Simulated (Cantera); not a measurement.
What does this Cantera script print?

```python
import numpy as np
import cantera as ct

gas_names = """
    H H2 N NH NH2 NH3 N2 N2H2 N2H4 Si SiH SiH2 SiH3 SiH4 SiN Si2 Si2N Si3
""".split()
cond_names = """
    Si(cr) Si(L) Si3N4(a)
""".split()


# ... load() reads the species with a 1 bar reference pressure and builds the phases ...
atoms = {
    'SiH4': {'Si': 1, 'H': 4},
    'NH3': {'N': 1, 'H': 3},
    'N2': {'N': 2},
}
top_T = {'Si3N4(a)': 2400}  # K; cautious upper limits of use, not melting points


# ... equilibrate(T, P, feed) seeds the gas with the atoms and calls Mixture.equilibrate('TP', solver="vcs", rtol=1e-11, max_steps=5000) ...
results = []
feed = {'SiH4': 1, 'NH3': 0.23, 'N2': 1}  # mol
T = 1598.15  # K
P = 400  # Pa
mix = equilibrate(T, P, feed)
results.append((T, P, feed, dict(zip(mix.species_names, mix.species_moles))))
x = sorted(zip(gas.X, gas.species_names), reverse=True)
print(f"T = {T:g} K  P = {P:g} Pa  gas = {mix.phase_moles(0):.4g} mol")
print("   x: " + "  ".join(f"{s} {v:.3e}" for v, s in x if v > 0.0001))
print("   condensed (mol): " + ("  ".join(f"{mix.phase(i).name} {mix.phase_moles(i):.4g}"
      for i in range(1, mix.n_phases) if mix.phase_moles(i) > 1e-12) or "none"))
```

Output:

```
T = 1598.15 K  P = 400 Pa  gas = 2.794 mol
   x: H2 8.388e-01  N2 1.604e-01  H 7.720e-04
   condensed (mol): Si3N4(a) 0.3333
```

Method: chemical equilibrium by Gibbs-energy minimisation in Cantera with the NASA 1993 tables (ideal gas, pure condensed phases).
